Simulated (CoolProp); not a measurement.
Vapour-liquid equilibrium of o-xylene (1) + n-undecane (2) at 390.1 K; x and y are mole fractions of (1).

Computed with CoolProp (multi-fluid Helmholtz-energy mixture model, Zhou 2012 and Aleksandrov 2011; pair parameters Bell 2016).

Q: Give the bubble pressure and the first vapour's composition at x = 0.125, 0.8, 0.875. Is there an azeotrope?

A: x = 0.125: 0.01328 MPa, y = 0.412; x = 0.8: 0.03858 MPa, y = 0.953; x = 0.875: 0.04141 MPa, y = 0.972. No azeotrope shows between x = 0.05 and 0.95.

The pair parameters rest on a limited set of measurements; away from them the model extrapolates.
